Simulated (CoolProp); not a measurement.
Carbonyl sulfide at 507.97 K and 15.6 MPa is throttled through a valve to 5 MPa with no heat exchange. Each further row changes one setting.

Model: reference Helmholtz-energy equation of state, Lemmon 2006, in CoolProp. It is a short technical equation, of lower accuracy than the large ones.

```csv
case,temperature change (K),final phase,final density (kg/m³)
as stated,-67.0,gas,100.0
outlet pressure 1.5 MPa,-99.7,gas,28.4
outlet pressure 6.5 MPa,-54.4,supercritical,132
```
